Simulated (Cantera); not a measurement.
Input: 1 mol MgO, 2.2 mol HBr, 0.28 mol H2, held at 0.100 bar.

Equilibrium computed with Cantera from the NASA thermochemical tables; the gas is ideal and each condensed phase is pure. Candidate condensed phases: Br2, H2O, Mg, MgBr2, MgO, Mg(OH)2; 20 gas species. Rates play no part.

What share of the Mg ends up in condensed phases as a function of T (K), at 775, 825, 875, 925, 975, 1025, 1075, 1125, 1175, 1225, 1275, 1325?


```tsv
T (K)	Mg condensed (%)	as
775	100.0	MgBr2(s) + MgO(s)
825	100.0	MgBr2(s) + MgO(s)
875	99.8	MgBr2(s) + MgO(s)
925	98.8	MgBr2(s) + MgO(s)
975	97.0	MgO(s)
1025	95.7	MgO(s)
1075	94.0	MgO(s)
1125	92.1	MgO(s)
1175	89.8	MgO(s)
1225	87.3	MgO(s)
1275	84.5	MgO(s)
1325	81.4	MgO(s)
```
